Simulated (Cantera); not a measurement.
A closed system holds: 1 mol SiO₂, 7.5 mol CO, 3.1 mol N₂, at 260 Pa.

Method: chemical equilibrium by Gibbs-energy minimisation in Cantera with the NASA 1993 tables (ideal gas, pure condensed phases). Candidate condensed phases: C, Si, SiC, SiO₂, Si₂N₂O, Si₃N₄; 34 gas species. Kinetics and transport are ignored.

Q: At 1100 K, list the 3 most abundant gas species with their mole fractions, and the condensed phases.

A: CO 0.707, N₂ 0.292, CO₂ 0.000115. Condensed: C(graphite) + SiO₂(β-quartz).
